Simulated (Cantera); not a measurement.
Input (Python, Cantera) and output of one run.

```python
import numpy as np
import cantera as ct

gas_names = """
    CL CL2 H HCL H2 Si SiCL SiCL2 SiCL3 SiCL4 SiH SiHCL3 SiH2 SiH2CL2 SiH3 SiH3CL SiH4 Si2 Si3
""".split()
cond_names = """
    Si(cr) Si(L)
""".split()


# ... load() reads the species with a 1 bar reference pressure and builds the phases ...
atoms = {
    'Si2Cl6': {'Si': 2, 'CL': 6},
    'HCl': {'H': 1, 'CL': 1},
    'H2': {'H': 2},
}
top_T = {}  # K; cautious upper limits of use, not melting points


# ... equilibrate(T, P, feed) seeds the gas with the atoms and calls Mixture.equilibrate('TP', solver="vcs", rtol=1e-11, max_steps=5000) ...
results = []
feed = {'Si2Cl6': 1, 'HCl': 0.49, 'H2': 500}  # mol
T = 1448  # K
P = 37000  # Pa
mix = equilibrate(T, P, feed)
results.append((T, P, feed, dict(zip(mix.species_names, mix.species_moles))))
print(gas.report(threshold=1e-06))
for i in range(1, mix.n_phases):
    print(f"{mix.phase(i).name:16s} {mix.phase_moles(i):12.5e} mol")
```

Output:

```
       temperature   1448 K
          pressure   37000 Pa
           density   0.0076013 kg/m^3
  mean mol. weight   2.4734 kg/kmol
   phase of matter   gas

                          1 kg             1 kmol
                     ---------------   ---------------
          enthalpy        1.3545e+07        3.3501e+07  J
   internal energy         8.677e+06        2.1461e+07  J
           entropy             75757        1.8737e+05  J/K
    Gibbs function       -9.6151e+07       -2.3782e+08  J
 heat capacity c_p             13011             32182  J/K
 heat capacity c_v            9649.7             23867  J/K

                      mass frac. Y      mole frac. X     chem. pot. / RT
                     ---------------   ---------------   ---------------
                 H        6.1371e-06        1.5059e-05           -9.7537
               HCL           0.17575          0.011923           -38.388
                H2           0.80497           0.98759           -19.507
             SiCL2          0.017737         0.0004432           -61.768
             SiCL3        0.00061962          1.14e-05           -90.403
             SiCL4        7.4011e-05        1.0775e-06           -119.04
            SiHCL3        0.00041809        7.6349e-06           -100.16
           SiH2CL2        0.00034163         8.366e-06           -81.276
            SiH3CL        7.1677e-05        2.6635e-06           -62.394
     [  +10 minor]        1.7703e-05        1.3321e-06

Si(cr)            1.76058e+00 mol
```

Equilibrium computed with Cantera from the NASA thermochemical tables; the gas is ideal and each condensed phase is pure. The feed counts by its element totals alone. The tables' values for SiCl3 are old estimates; treat these amounts as uncertain.
